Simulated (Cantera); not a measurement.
A closed system holds: 1 mol CH₂F₂, 0.045 mol HCl, held at 0.0260 bar.

Equilibrium computed with Cantera from the NASA thermochemical tables; the gas is ideal and each condensed phase is pure. Candidate condensed phases: C, C₆H₆, C₇H₈, C₈H₁₈; 118 gas species. Rates play no part.

Question: At 2025 K, list the 6 most abundant gas species with their mole fractions, and the condensed phases.

Answer: HF 0.976, HCl 0.0181, Cl 0.00385, H₂ 0.00174, H 0.000498, F 0.000127. Condensed: C(graphite).
